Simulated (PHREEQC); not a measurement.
Na2SO4 is added in steps, without added water, to 1 kg of water holding 0.0092 mol/kgw K2CO3 and 0.0023 mol/kgw KH2PO4, at 20 °C. O2 is buffered at 0.21 atm. CO2 is held at log p = -3.4 (atm). Only these solids could form: Mirabilite, Nahcolite, Natron.

Base run: PHREEQC, ion-association model, wateq4f.dat. Each further column changes one thing. The table gives pH.

| Na2SO4 added (mol) | base | temperature from 20 to 80 °C | K2CO3 from 0.0092 to 0.00184 mol/kgw | 0.0037 mol/kgw NaOH added | no solid may form |
|---|---|---|---|---|---|
| 0 | 9.25 | 9.50 | 8.32 | 9.31 | 9.25 |
| 0.00775 | 9.21 | 9.37 | 8.28 | 9.28 | 9.21 |
| 0.01292 | 9.20 | 9.31 | 8.27 | 9.27 | 9.20 |
| 0.02067 | 9.18 | 9.25 | 8.25 | 9.25 | 9.18 |
| 0.02842 | 9.16 | 9.20 | 8.24 | 9.23 | 9.16 |
| 0.03358 | 9.16 | 9.17 | 8.23 | 9.22 | 9.16 |
| 0.04133 | 9.14 | 9.14 | 8.22 | 9.21 | 9.14 |
| 0.04908 | 9.13 | 9.11 | 8.21 | 9.20 | 9.13 |
| 0.05425 | 9.13 | 9.10 | 8.21 | 9.19 | 9.13 |
| 0.062 | 9.12 | 9.07 | 8.20 | 9.18 | 9.12 |

H3PO4, which wateq4f.dat lacks, is added to it with the constant of phreeqc.dat. Away from 25 °C the constants follow the database's enthalpies or fits; those with neither stay at their 25 °C values.
